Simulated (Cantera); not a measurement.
An isothermal, constant-pressure homogeneous reactor starts with H₂ : O₂ : N₂ = 0.01 : 1 : 2.2 (molar parts), equivalence ratio 0.0050, at 1473 K and 0.00415 atm. Integrator tolerance rtol = 1e-08.

Detailed kinetics in Cantera: GRI-Mech 3.0 (53 species, 325 reactions). Radical loss at walls, strong at low pressure, is not modelled.

**Question.** What does this change do: pressure from 0.00415 atm to 0.0336 atm?

**Answer.** 
| quantity | before | after |
|---|---|---|
| x(H₂) at 4.00 s | 9.66e-6 (gas-phase equilibrium 1.13e-7) | 2.18e-7 (gas-phase equilibrium 3.99e-8) |
| x(O₂) at 4.00 s | 0.309 (gas-phase equilibrium 0.310) | 0.310 (gas-phase equilibrium 0.310) |
| x(O) at 4.00 s | 0.00222 (gas-phase equilibrium 2.41e-5) | 4.65e-5 (gas-phase equilibrium 8.48e-6) |
| x(HO₂) at 4.00 s | 2.94e-8 (gas-phase equilibrium 9.56e-9) | 2.12e-8 (gas-phase equilibrium 1.62e-8) |
| x(N₂O) at 4.00 s | 7.63e-9 (gas-phase equilibrium 4.56e-9) | 4.34e-8 (gas-phase equilibrium 1.30e-8) |
| x(NO) at 4.00 s | 3.85e-7 (gas-phase equilibrium 0.00122) | 8.74e-7 (gas-phase equilibrium 0.00122) |
| x(H₂O) at 4.00 s | 0.00286 (gas-phase equilibrium 0.00310) | 0.00309 (gas-phase equilibrium 0.00311) |

**Question.** What does this change do: temperature 1473 to 1275 K?

**Answer.** 
| quantity | before | after |
|---|---|---|
| x(H₂) at 4.00 s | 9.66e-6 (gas-phase equilibrium 1.13e-7) | 8.22e-6 (gas-phase equilibrium 4.80e-9) |
| x(O₂) at 4.00 s | 0.309 (gas-phase equilibrium 0.310) | 0.309 (gas-phase equilibrium 0.310) |
| x(O) at 4.00 s | 0.00222 (gas-phase equilibrium 2.41e-5) | 0.00173 (gas-phase equilibrium 9.66e-7) |
| x(HO₂) at 4.00 s | 2.94e-8 (gas-phase equilibrium 9.56e-9) | 5.62e-8 (gas-phase equilibrium 1.77e-9) |
| x(N₂O) at 4.00 s | 7.63e-9 (gas-phase equilibrium 4.56e-9) | 6.57e-9 (gas-phase equilibrium 1.55e-9) |
| x(NO) at 4.00 s | 3.85e-7 (gas-phase equilibrium 0.00122) | 3.21e-8 (gas-phase equilibrium 0.000382) |
| x(H₂O) at 4.00 s | 0.00286 (gas-phase equilibrium 0.00310) | 0.00296 (gas-phase equilibrium 0.00312) |
